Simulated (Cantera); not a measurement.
Gas mixture: H2O : O2 = 0.094 : 0.2 (molar parts), at 0.000320 bar, frozen composition.

Cantera's kinetic-theory transport with the Lennard-Jones parameters of GRI-Mech 3.0, ideal gas; thermal conductivity in the mixture-averaged form. Polar gases are described roughly by these parameters.

One state of this run: ρ (kg/m³) = 0.000151; cp (J/kg/K) = 1251; μ (µPa s) = 34.3; λ (mW/m/K) = 60.3; Pr = 0.711; D (cm²/s) OH = 4680; D (cm²/s) N2 = 3030; D (cm²/s) H2O = 3570. D: mixture-averaged diffusion coefficient of that species in the mixture.

Which value of T (K) does it belong to?
A) 700
B) 850
C) 1450
D) 1150

A, 700
